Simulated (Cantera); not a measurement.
**Pyrogenic steam for wet oxidation**

A perfectly stirred reactor is fed with H2 : O2 : N2 = 0.83 : 1 : 1.2 (molar parts), equivalence ratio 0.41, at 0.118 atm; it is held at 898 K, and followed from long to short residence time.

Cantera simulation using GRI-Mech 3.0 (53 species, 325 reactions); the numbers are that mechanism's predictions, not measurements. Radical loss at walls, strong at low pressure, is not modelled. Below about 950 K walls govern HO2 and H2O2 in real vessels. The temperature is held fixed by assumption; the heat of reaction is taken as removed at once.

```tsv
τ (s)	x H2	x O2	x NO2	x H2O	x N2O	x O	x H
2.1	0.0200	0.231	8.72e-11	0.294	1.13e-8	6.45e-6	5.20e-6
0.90	0.0205	0.232	9.46e-11	0.294	1.08e-8	1.45e-5	1.21e-5
0.38	0.0222	0.232	9.44e-11	0.292	9.86e-9	3.13e-5	2.84e-5
0.16	0.0257	0.234	8.71e-11	0.287	8.44e-9	6.37e-5	6.68e-5
0.067	0.0317	0.236	7.50e-11	0.280	6.76e-9	0.000122	0.000157
0.028	0.0409	0.239	6.07e-11	0.270	5.09e-9	0.000223	0.000365
0.012	0.0536	0.244	4.68e-11	0.254	3.68e-9	0.000383	0.000817
0.0049	0.0724	0.251	3.37e-11	0.232	2.48e-9	0.000656	0.00187
0.0021	0.0964	0.261	2.33e-11	0.202	1.62e-9	0.00106	0.00396
0.00087	0.129	0.273	1.46e-11	0.161	9.69e-10	0.00166	0.00805
```
x: mole fraction; the columns are a selection and need not sum to one.
